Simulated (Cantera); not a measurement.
Input: 1 mol Si, a varied amount of Cl2, 0.31 mol H2, equilibrated at 975 K and 0.133 bar.

Equilibrium computed with Cantera from the NASA thermochemical tables; the gas is ideal and each condensed phase is pure. Candidate condensed phases: Si; 19 gas species. Equilibrium is a limit: real reactors are often held back by kinetics, nucleation or transport.

Which condensed phases are stable at each of these points (n(Cl2) (mol)): 0.5, 0.67, 0.84, 1, 1.2, 1.4, 1.5, 1.7, 1.9, 2?


```tsv
n(Cl2) (mol)	condensed phases	Si condensed (%)
0.5	Si(s)	74.1
0.67	Si(s)	65.4
0.84	Si(s)	56.8
1	Si(s)	48.6
1.2	Si(s)	38.4
1.4	Si(s)	28.3
1.5	Si(s)	23.2
1.7	Si(s)	13.1
1.9	Si(s)	2.9
2	gas only	0.0
```

From 0.5 mol Cl2 to 1.9 mol Cl2 the condensed part is Si(s). At 2 mol Cl2 nothing is condensed.
